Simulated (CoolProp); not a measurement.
Oxygen along the isotherm 168.7 K: density (kg/m³) from the reference equation and from simpler models built on Tc = 154.6 K, pc = 5.046 MPa, ω = 0.022; each cubic takes its own stable root.

Values from CoolProp's reference Helmholtz-energy equation of state, Schmidt 1985.

```tsv
p (MPa)	phase	reference
0.841	gas	20.07
1.68	gas	42.14
2.52	gas	66.86
3.36	gas	95.11
4.21	gas	128.7
5.05	supercritical	169.3
5.89	supercritical	221.8
6.73	supercritical	294.8
7.57	supercritical	395.6
8.41	supercritical	493.2
9.25	supercritical	558.1
10.1	supercritical	602.1
10.9	supercritical	632.7
11.8	supercritical	659.8
12.6	supercritical	679.5
```

Task: How far does each simpler model (ideal gas, van der Waals, Redlich-Kwong, Soave-Redlich-Kwong, Peng-Robinson) lie from the reference over these 15 states: mean and median of the absolute difference, and the worst?

Result: 
- ideal gas: mean 40.7 %, median 47.9 %, worst -62.2 % at 168.7 K and 9.25 MPa
- van der Waals: mean 7.1 %, median 1.9 %, worst -18.7 % at 168.7 K and 12.6 MPa
- Redlich-Kwong: mean 3.9 %, median 1.3 %, worst -9.2 % at 168.7 K and 9.25 MPa
- Soave-Redlich-Kwong: mean 4.2 %, median 2.1 %, worst -9.9 % at 168.7 K and 9.25 MPa
- Peng-Robinson: mean 2.2 %, median 2.2 %, worst +4.7 % at 168.7 K and 5.89 MPa
